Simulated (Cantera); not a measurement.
An isothermal, constant-pressure homogeneous reactor starts with H₂ : O₂ = 0.055 : 1 (molar parts), equivalence ratio 0.028, at 1248 K and 6.08 Torr.

Cantera simulation using the H2/O2 subset of GRI-Mech 3.0, which has no nitrogen chemistry; the numbers are that mechanism's predictions, not measurements. Radical loss at walls, strong at low pressure, is not modelled. The temperature is held fixed by assumption; the heat of reaction is taken as removed at once.

x: mole fraction; the columns are a selection and need not sum to one.

```
t (s)         x H₂   x O₂       x H       x O    x H₂O₂
--------  --------  -----  --------  --------  --------
8.00e-6     0.0521  0.948  4.95e-10  3.42e-11    <1e-12
3.06e-5     0.0521  0.948         …  4.40e-10    <1e-12
0.000117    0.0521  0.948         …   4.71e-9  1.73e-12
0.000448    0.0521  0.948         …   6.81e-8  2.51e-11
0.00171     0.0520  0.948         …   4.29e-5  4.06e-10
0.00655   0.000947  0.906         …    0.0354   5.21e-8
0.0250    0.000793  0.912         …    0.0305   5.12e-8
0.0958    0.000487  0.926         …    0.0179   5.12e-8
0.366     0.000123  0.941         …   0.00438   3.94e-8
1.40       1.34e-5  0.946         …  0.000471   1.63e-8
5.36       1.36e-6  0.946         …   4.79e-5   4.31e-9
20.5       1.91e-7  0.946         …   6.74e-6   1.01e-9
78.4       3.94e-8  0.946         …   1.40e-6  2.79e-10
300        2.07e-8  0.946  7.61e-10   7.33e-7  1.71e-10
```

Q: Complete the blanks.

A: 
- 3.06e-5, x H: 1.63e-9
- 0.000117, x H: 4.87e-9
- 0.000448, x H: 3.47e-8
- 0.00171, x H: 1.98e-5
- 0.00655, x H: 0.00793
- 0.0250, x H: 0.00627
- 0.0958, x H: 0.00286
- 0.366, x H: 0.000349
- 1.40, x H: 1.23e-5
- 5.36, x H: 4.01e-7
- 20.5, x H: 2.12e-8
- 78.4, x H: 1.99e-9
